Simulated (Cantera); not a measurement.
A closed system holds: 1 mol B, 0.24 mol H₂O, equilibrated at 26.0 mbar.

These are equilibrium values from Cantera (NASA tables, ideal gas, pure condensed phases), not measurements of a reactor. Candidate condensed phases: B, B₂O₃, B₃O₃H₃, H₂O; 23 gas species. Mutual solubility and eutectic melting of coexisting phases are not modelled. Rates play no part. All values below are at 1250 K.

Base state: H₂ 0.998, B₃O₃H₃ 0.00111, HBO 0.000837, B₂O₂ 1.18e-5, HBO₂ 1.05e-5 (mole fractions); condensed: B(s) + B₂O₃(l).

Task: What changes in the equilibrium state with this change: 0.16 mol HF added?

Result: 
| species | before | after |
|---|---|---|
| H₂ | 0.998 | 0.836 |
| BF₃ | 0 | 0.108 |
| BOF | 0 | 0.0234 |
| BHF₂ | 0 | 0.0152 |
| B₃O₃F₃ | 0 | 0.0146 |
| BF₂ | 0 | 0.000678 |
| HF | 0 | 0.000638 |
| B(s), mol | 0.840 | 0.784 |
| B₂O₃(l), mol | 0.0797 | 0.0711 |
The tables' values for BF₂ are old estimates; treat these amounts as uncertain.
